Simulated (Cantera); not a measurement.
Input (Python, Cantera) and output of one run.

```python
import numpy as np
import cantera as ct

gas_names = [...]  # 113 gases of nasa_gas.yaml made of C, H, O, Ti
cond_names = """
    C(gr) C6H6(L) C7H8(L) C8H18(L),n-octa H2O(s) H2O(L) Ti(a) Ti(b) Ti(L) TiC(s) TiC(L) TiO(a) TiO(b)
    TiO(L) TiO2(ru) TiO2(L) Ti2O3(a) Ti2O3(b) Ti2O3(L) Ti3O5(a) Ti3O5(b) Ti3O5(L) Ti4O7(s) Ti4O7(L)
""".split()


# ... load() reads the species with a 1 bar reference pressure and builds the phases ...
atoms = {
    'Ti(OiPr)4': {'Ti': 1, 'C': 12, 'H': 28, 'O': 4},
    'H2': {'H': 2},
    'CH4': {'C': 1, 'H': 4},
}
top_T = {'C(gr)': 4500}  # K; cautious upper limits of use, not melting points


# ... equilibrate(T, P, feed) seeds the gas with the atoms and calls Mixture.equilibrate('TP', solver="vcs", rtol=1e-11, max_steps=5000) ...
results = []
feed = {'Ti(OiPr)4': 1, 'H2': 150, 'CH4': 1}  # mol
P = 100000  # Pa
for T in [1048, 1148, 1248, 1348, 1448, 1548, 1648, 1748, 1848]:
    mix = equilibrate(T, P, feed)
    results.append((T, P, feed, dict(zip(mix.species_names, mix.species_moles))))

top = {s: max(r[3][s] / sum(r[3][g] for g in gas_names) for r in results) for s in gas_names}
cols = sorted((s for s in top if top[s] > 0.001), key=lambda s: -top[s])[:6]
seen = [c for c in cond_names if any(r[3].get(c, 0) > 1e-12 for r in results)]
print("log10 of partial pressures in bar; condensed amounts in mol")
print(f"{'T/K':>10s}" + "".join(f"{s[:9]:>10s}" for s in cols + seen))
for T, P, feed, n in results:
    ng = sum(n[g] for g in gas_names)
    print(f"{T:10.4g}" + "".join(f"{np.log10(max(n[s] / ng * P / 1e5, 1e-99)):10.3f}" for s in cols)
          + "".join(f"{n.get(c, 0):10.4g}" for c in seen))
```

Result:

```
log10 of partial pressures in bar; condensed amounts in mol
       T/K        H2       CH4        CO       H2O     C(gr)    TiC(s)  TiO2(ru)  Ti3O5(b)  Ti4O7(s)
      1048    -0.029    -1.291    -1.974    -2.730     3.135         0         1         0         0
      1148    -0.015    -1.654    -1.919    -3.252     7.375         0    0.6989         0   0.07528
      1248    -0.011    -1.974    -1.860    -3.684     8.935         0         0    0.3333         0
      1348    -0.013    -2.260    -1.628    -3.875     7.092         1         0         0         0
      1448    -0.012    -2.500    -1.628    -4.236     7.472         1         0         0         0
      1548    -0.011    -2.710    -1.628    -4.550     7.668         1         0         0         0
      1648    -0.011    -2.895    -1.628    -4.825      7.77         1         0         0         0
      1748    -0.011    -3.058    -1.628    -5.069     7.814         1         0         0         0
      1848    -0.011    -3.203    -1.628    -5.285     7.807         1         0         0         0
```

Equilibrium computed with Cantera from the NASA thermochemical tables; the gas is ideal and each condensed phase is pure. The feed counts by its element totals alone. Mutual solubility and eutectic melting of coexisting phases are not modelled. TiC: taken at fixed stoichiometry. Condensed phases not in the tables: Magnéli phases beyond Ti4O7.
